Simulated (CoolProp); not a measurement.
Vapour-liquid equilibrium of acetone (1) + toluene (2) at 0.1 MPa; x and y are mole fractions of (1).

The numbers come from the multi-fluid Helmholtz-energy mixture model, Lemmon 2006 and Lemmon 2006; pair parameters Bell 2016 in CoolProp.

### Question
Give the bubble temperature and the first vapour's composition at x = 0.05, 0.5, 0.725. Is there an azeotrope?

### Answer
x = 0.05: 373.8 K, y = 0.272; x = 0.5: 341.8 K, y = 0.842; x = 0.725: 335.3 K, y = 0.921. No azeotrope shows between x = 0.05 and 0.95.

The pair parameters rest on a limited set of measurements; away from them the model extrapolates.
